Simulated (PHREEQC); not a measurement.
Make-up at 25 °C: 0.015 mol/kgw HBr and 0.24 mol/kgw NaCl. Closed to the air; pH follows from the charge balance.

Computed with PHREEQC (ion-association model, phreeqc.dat).

```csv
quantity,before,after
pH,1.93,0.94
SI of Halite (NaCl),-3.10,-3.13
```

Problem. Name the change that produced these shifts.
(A) HBr from 0.015 to 0.0135 mol/kgw
(B) HBr from 0.015 to 0.15 mol/kgw
(C) HBr replaced by BaBr2 at the same molality
(D) HBr left out
(E) HBr replaced by NH4Br at the same molality

Solution. B, HBr from 0.015 to 0.15 mol/kgw

Precipitation was switched off in this run.
